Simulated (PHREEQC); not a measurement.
A solution holds 0.0023 mol HF, 0.01 mol (CH3)4NF and 0.032 mol (NH4)2SiF6 per kg of water, at 20 °C. Closed to the air; pH follows from the charge balance.

Model: ion-association model, phreeqc.dat, run in PHREEQC.

### Question
The ionic strength comes out as 0.106 mol/kgw. What activity coefficients do NH4+, HF2-, H+, F-, SiF6-2 get?

### Answer
NH4+ 0.74, HF2- 0.78, H+ 0.82, F- 0.76, SiF6-2 0.37.

No solid was allowed to form. Species that the database lacks are ignored. (CH3)4N+ isn't in the database: it is added as a free cation with an ion size of 4 Å. SiF6-2 is the database's only silicon fluoride.
